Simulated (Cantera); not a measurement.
An isothermal, constant-pressure homogeneous reactor starts with NO : N₂ = 1 : 0.41 (molar parts), at 1425 K and 760 Torr. Integrator tolerance rtol = 1e-08.

Model: GRI-Mech 3.0 (53 species, 325 reactions), integrated in Cantera.

What does this change do: temperature 1425 to 1400 K?


| quantity | before | after |
|---|---|---|
| x(NO) at 20.0 s | 0.646 (gas-phase equilibrium 0.000982) | 0.664 (gas-phase equilibrium 0.000856) |
| x(NO₂) at 20.0 s | 0.00172 (gas-phase equilibrium 8.72e-6) | 0.00164 (gas-phase equilibrium 8.28e-6) |
| x(O) at 20.0 s | 2.55e-7 (gas-phase equilibrium 8.26e-7) | 1.49e-7 (gas-phase equilibrium 5.63e-7) |
| x(O₂) at 20.0 s | 0.0299 (gas-phase equilibrium 0.354) | 0.0211 (gas-phase equilibrium 0.354) |
| x(N₂) at 20.0 s | 0.322 (gas-phase equilibrium 0.645) | 0.313 (gas-phase equilibrium 0.645) |
